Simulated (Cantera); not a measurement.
# Ammonia decomposition in nitride growth gas

An isothermal, constant-pressure homogeneous reactor starts with 21.3 % NH3, 78.7 % H2, at 1750 K and 0.133 bar.

Computed with Cantera and the gas-phase N/H chemistry of the illustrative SiF4/NH3 mechanism in the Surface Chemkin manual (1991). Walls and surfaces, which speed up NH3 decomposition in real reactors, are not modelled.

```tsv
t (s)	x NH3	x H2	x H	x N2	x NH2	x N2H4	x N
5.00e-5	0.213	0.787	7.89e-7	<1e-12	5.60e-7	<1e-12	<1e-12
0.000136	0.213	0.787	2.15e-6	8.06e-12	1.52e-6	1.38e-12	<1e-12
0.000368	0.213	0.787	5.83e-6	4.41e-10	4.11e-6	1.05e-11	2.91e-12
0.00100	0.213	0.787	1.58e-5	1.57e-8	1.11e-5	7.86e-11	5.96e-11
0.00271	0.213	0.787	4.26e-5	4.32e-7	3.00e-5	5.74e-10	1.17e-9
0.00737	0.213	0.787	0.000107	1.09e-5	7.56e-5	3.64e-9	1.85e-8
0.0200	0.212	0.787	0.000169	0.000150	0.000119	9.01e-9	7.14e-8
0.0543	0.211	0.788	0.000174	0.000673	0.000121	9.32e-9	7.60e-8
0.147	0.208	0.790	0.000175	0.00208	0.000120	9.12e-9	7.60e-8
0.400	0.199	0.795	0.000179	0.00575	0.000116	8.60e-9	7.61e-8
1.09	0.177	0.808	0.000188	0.0147	0.000107	7.35e-9	7.61e-8
2.95	0.132	0.835	0.000214	0.0334	8.78e-5	4.90e-9	7.56e-8
8.00	0.0655	0.873	0.000276	0.0607	5.41e-5	1.85e-9	7.20e-8
```
x: mole fraction; the columns are a selection and need not sum to one.

Equilibrium at this temperature and pressure: NH3 1.11e-6, H2 0.912, H 0.000612, N2 0.0877, NH2 1.94e-9, N2H4 <1e-12, N 1.18e-11 (gas phase only).
